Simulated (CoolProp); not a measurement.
Vapour-liquid equilibrium of R13 (1) + R11 (2) at 257.3 K; x and y are mole fractions of (1).

Values from CoolProp's multi-fluid Helmholtz-energy mixture model, Platzer 1990 and Jacobsen 1992; pair parameters Bell 2016. This equation is an older, rougher fit; its heat capacities, sound speeds and derivatives of the liquid may be far off and weren't checked against measurements.

**Question.** Give the bubble pressure and the first vapour's composition at x = 0.25, 0.65, 0.85. Is there an azeotrope?

**Answer.** x = 0.25: 0.4458 MPa, y = 0.959; x = 0.65: 0.8809 MPa, y = 0.984; x = 0.85: 1.082 MPa, y = 0.992. No azeotrope shows between x = 0.05 and 0.95.

Pair parameters are fitted to limited data, so mixtures are less certain than the pure fluids. The gap from Raoult's law changes sign with composition, which may be real or a fault of the pair parameters; it wasn't checked against measurements.
